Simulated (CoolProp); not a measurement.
Vapour-liquid equilibrium of R125 (1) + R236FA (2) at 279.8 K; x and y are mole fractions of (1).

Model: multi-fluid Helmholtz-energy mixture model, Lemmon 2005 and Pan 2012; pair parameters Bell 2016, in CoolProp.

Problem. Give the bubble pressure and the first vapour's composition at x = 0.35, 0.65, 0.8. Is there an azeotrope?

Solution. x = 0.35: 3.639 bar, y = 0.723; x = 0.65: 5.653 bar, y = 0.894; x = 0.8: 6.717 bar, y = 0.946. No azeotrope shows between x = 0.05 and 0.95.

Pair parameters are fitted to limited data, so mixtures are less certain than the pure fluids.
